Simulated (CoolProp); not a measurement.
A Linde-Hampson liquefier for nitrogen: isothermal reversible compression at 290 K from 1 atm to 25 MPa, throttling to 1 atm, return gas leaving the recuperator 5 K below the feed. Each further row changes one setting.

The numbers come from the reference Helmholtz-energy equation of state, Span 2000 in CoolProp.

```tsv
case	liquid yield per pass	compression work (kJ/kg of gas)
as stated	?	475
high pressure 50 MPa	?	547
warm-end temperature 320 K	?	528
warm-end gap 10 K	?	475
```

Question: Complete the blanks.

Answer: 
- as stated, liquid yield per pass: 0.081
- high pressure 50 MPa, liquid yield per pass: 0.087
- warm-end temperature 320 K, liquid yield per pass: 0.056
- warm-end gap 10 K, liquid yield per pass: 0.069
